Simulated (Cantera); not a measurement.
**Diamond growth**

A diamond (100) surface in a fixed gas of H2 with x(CH4) = 0.0025, x(H) = 0.03, at 1075 K, 1100 Pa; coverages are run to steady state.

Detailed kinetics in Cantera: the Harris–Goodwin 1993 mechanism for the reconstructed diamond (100) surface.

| x(CH3) | growth (µm/h) | θ c6HH | θ c6H* | θ c6*H | θ c6** | θ c6HM |
|---|---|---|---|---|---|---|
| 1e-06 | 0.00691 | 0.531 | 0.0255 | 0.427 | 0.0160 | 1.16e-5 |
| 2.3e-06 | 0.0159 | 0.531 | 0.0255 | 0.427 | 0.0160 | 2.68e-5 |
| 5.1e-06 | 0.0353 | 0.531 | 0.0255 | 0.427 | 0.0160 | 5.94e-5 |
| 1.2e-05 | 0.0830 | 0.531 | 0.0255 | 0.427 | 0.0160 | 0.000140 |
| 2.6e-05 | 0.180 | 0.531 | 0.0255 | 0.427 | 0.0160 | 0.000303 |
| 6e-05 | 0.414 | 0.531 | 0.0254 | 0.427 | 0.0160 | 0.000698 |
| 0.00014 | 0.965 | 0.530 | 0.0254 | 0.426 | 0.0160 | 0.00163 |
| 0.00031 | 2.13 | 0.529 | 0.0253 | 0.425 | 0.0159 | 0.00359 |
| 0.0007 | 4.77 | 0.525 | 0.0252 | 0.422 | 0.0158 | 0.00803 |
θ: site fractions in the mechanism's names (c6HH fully hydrogenated, c6H* and c6*H radical sites, c6** diradical, c6HM methylated).
